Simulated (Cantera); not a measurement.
An isothermal, constant-pressure homogeneous reactor starts with 1.07 % H₂, 41.2 % O₂, 57.7 % N₂, equivalence ratio 0.013, at 1025 K and 8.25 Torr.

Model: GRI-Mech 3.0 (53 species, 325 reactions), integrated in Cantera. Radical loss at walls, strong at low pressure, is not modelled.

x: mole fraction; the columns are a selection and need not sum to one.

```csv
t (s),x H₂,x O₂,x NO,x NO₂,x H,x HO₂
1.00e-5,0.0107,0.412,<1e-12,<1e-12,<1e-12,<1e-12
4.60e-5,0.0107,0.412,<1e-12,<1e-12,2.96e-12,3.17e-12
0.000211,0.0107,0.412,<1e-12,<1e-12,1.11e-11,1.46e-11
0.000972,0.0107,0.412,<1e-12,<1e-12,3.94e-11,6.76e-11
0.00447,0.0107,0.412,<1e-12,<1e-12,7.23e-10,3.35e-10
0.0206,0.0101,0.412,1.87e-12,<1e-12,0.000127,1.36e-6
0.0946,7.55e-5,0.406,2.92e-8,2.11e-12,0.000631,1.16e-6
0.435,1.26e-5,0.409,4.03e-8,1.07e-11,4.32e-5,5.69e-7
2.00,…,0.409,4.07e-8,4.91e-11,…,…
```

Task: Complete the blanks.

Result: 
- 2.00, x H₂: 8.03e-7
- 2.00, x H: 7.68e-7
- 2.00, x HO₂: 1.24e-7
